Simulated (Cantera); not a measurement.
A closed system holds: 1 mol trisilylamine, 0.58 mol N2, held at 1900 K and 0.100 bar.

Cantera equilibrium calculation (NASA polynomials, part measured and part estimated; ideal gas, pure solids and liquids). Candidate condensed phases: Si, Si3N4; 18 gas species. The feed counts by its element totals alone. Gases not in the tables: Si2H6 and higher silanes. Equilibrium is a limit: real reactors are often held back by kinetics, nucleation or transport.

Base state: H2 0.804, N2 0.193, H 0.00225, Si 0.000126, SiH2 4.69e-5, SiH 3.10e-5 (mole fractions); condensed: Si(l).

Problem. What changes in the equilibrium state with this change: temperature from 1900 K to 1175 K?

Solution. 
| species | before | after |
|---|---|---|
| H2 | 0.804 | 1.000 |
| H | 0.00225 | 3.88e-7 |
| N2 | 0.193 | 1.29e-7 |
| SiH2 | 4.69e-5 | 7.10e-9 |
| Si | 0.000126 | <1e-9 |
| SiH | 3.10e-5 | <1e-9 |
| Si(l), mol | 3.00 | 0 |
| Si(s), mol | 0 | 1.38 |
| Si3N4(s), mol | 0 | 0.540 |
Mutual solubility and eutectic melting of coexisting phases are not modelled.

Problem. What changes in the equilibrium state with this change: trisilylamine replaced by SiH2Cl2?

Solution. 
```json
[
 {"species": "H2", "before": "0.804", "after": "0.300"},
 {"species": "SiCl2", "before": "0", "after": "0.284"},
 {"species": "N2", "before": "0.193", "after": "0.226"},
 {"species": "HCl", "before": "0", "after": "0.177"},
 {"species": "SiCl3", "before": "0", "after": "0.00970"},
 {"species": "SiCl", "before": "0", "after": "0.000637"},
 {"species": "Cl", "before": "0", "after": "0.000614"},
 {"species": "Si(l), mol", "before": "3.00", "after": "0.241"}
]
```
The tables' values for SiCl3, SiCl are old estimates; treat these amounts as uncertain. Further candidate phases: NH4Cl.
